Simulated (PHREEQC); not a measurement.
30 mol of Mirabilite (Na2SO4:10H2O) is brought to equilibrium with 1 kg of water holding 2.6 mol LiCl, at 25 °C and several pressures. No CO2 enters from the air. Solids allowed: Mirabilite, Halite, Thenardite. Others were left out.

Base run: PHREEQC, Pitzer model, pitzer.dat. Each further column changes one thing. The table gives dissolved Na (mol/kgw).

```csv
P (atm),base,temperature from 25 to 30 °C
1,4.98,6.39
50,4.96,6.39
100,4.93,6.39
200,4.86,6.37
300,4.78,6.33
400,4.70,6.27
500,4.61,6.20
600,4.53,6.06
800,4.35,5.81
1000,4.19,5.60
```
